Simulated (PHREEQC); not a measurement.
Ca(OH)2 is added in steps, without added water, to 1 kg of water holding 3.1 mmol/kgw PbCl2, 190 mmol/kgw HNO3 and 0.12 mmol/kgw Cu(NO3)2, at 15 °C. Oxygen alone is held at its pressure in air (log pO2 = -0.68). CO2 from the air is kept out. The run lets Portlandite, Cu(OH)2, Atacamite, Cu2(OH)3NO3, Litharge, Cotunnite, Laurionite precipitate or redissolve, and no other solid.

Base run: PHREEQC, ion-association model, wateq4f.dat. Each further column changes one thing. The table gives pH.

```
Ca(OH)2 added (mol)   base  Cu(NO3)2 replaced by Ca(NO3)2 at the same molality  Cu(NO3)2 from 0.00012 to 0.000108 mol/kgw  HNO3 left out
-------------------  -----  --------------------------------------------------  -----------------------------------------  -------------
0                     0.82                                                0.82                                       0.82            [?]
0.0125                0.88                                                0.88                                       0.88            [?]
0.01875               0.92                                                0.92                                       0.92            [?]
0.03125               0.99                                                0.99                                       0.99          12.83
0.0375                1.04                                                1.04                                       1.04          12.83
0.05                  1.15                                                1.15                                       1.15          12.83
0.0625                1.29                                                1.29                                       1.29          12.83
0.06875               1.38                                                1.38                                       1.38          12.83
0.08125               1.67                                                1.67                                       1.67          12.83
0.0875                1.93                                                1.93                                       1.93          12.83
0.1                  11.29                                               11.31                                      11.29          12.83
```

Problem. Fill in the missing entries.

Solution. 
- 0, HNO3 left out: 5.19
- 0.0125, HNO3 left out: 12.30
- 0.01875, HNO3 left out: 12.56

The database's constant for dissolved Cu(OH)2 is higher than later reviews accept.  Solids allowed in the column 'Cu(NO3)2 replaced by Ca(NO3)2 at the same molality': Portlandite, Litharge, Cotunnite, Laurionite.
